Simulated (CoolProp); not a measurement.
Properties of R152A along the isobar 8590 kPa.

Model: reference Helmholtz-energy equation of state, Outcalt 1996, in CoolProp. It is a modified Benedict-Webb-Rubin equation, recast in Helmholtz form.

```csv
T (K),phase,density (kg/m³),expansivity (1/kK),Prandtl number
275.7,liquid,973.5,2.113,3.35
298.1,liquid,925.8,2.390,2.97
320.6,liquid,873.6,2.795,2.67
343,liquid,815.2,3.430,2.46
365.4,liquid,746.6,4.543,2.32
387.9,supercritical,658.8,?,2.28
410.3,supercritical,530.8,?,2.44
432.7,supercritical,?,17.75,1.95
455.1,supercritical,?,11.03,1.33
477.6,supercritical,214.6,7.326,1.10
500,supercritical,186.3,5.504,0.997
```

### Question
Some entries are withheld; supply them.

### Answer

- 387.9, expansivity (1/kK): 6.922
- 410.3, expansivity (1/kK): 13.50
- 432.7, density (kg/m³): 361.5
- 455.1, density (kg/m³): 262.4

Viscosity comes from a separate model (Bell 2016), an estimate that may be off by 10 % or more. Thermal conductivity comes from a separate model (Krauss 1996).
